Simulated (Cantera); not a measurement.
Charge: 1 mol Fe, 0.14 mol SO2, 3.7 mol H2, 0.66 mol CO2, at 1273.15 K and 11.0 bar.

Equilibrium computed with Cantera from the NASA thermochemical tables; the gas is ideal and each condensed phase is pure. Metal and sulfide melt together well below either melting point, which pure phases cannot show. Mutual solubility and eutectic melting of coexisting phases are not modelled. FeS: taken at fixed stoichiometry. The numbers say what is thermodynamically allowed, not how fast it happens.

| species | before | after |
|---|---|---|
| H2 | 0.648 | 0.652 |
| H2O | 0.196 | 0.193 |
| CO | 0.127 | 0.128 |
| CH4 | 0.00237 | 4.63e-9 |
| CO2 | 0.0231 | 0.0229 |
| S2 | 2.01e-8 | 1.48e-5 |
| SH | 6.40e-7 | 1.74e-5 |
| COS | 2.53e-5 | 2.57e-5 |
| H2S | 0.00404 | 0.00406 |
| Fe(γ), mol | 0.878 | 0.878 |
| FeS(s), mol | 0.122 | 0.122 |
Gas species are given as mole fractions.

Problem. Name the change that produced these shifts.
A) pressure from 11.0 bar to 15.0 mbar
B) CO2 from 0.66 to 0.022 mol
C) temperature from 1273.15 K to 1750 K
D) CO2 from 0.66 to 1.8 mol

Solution. A, pressure from 11.0 bar to 15.0 mbar
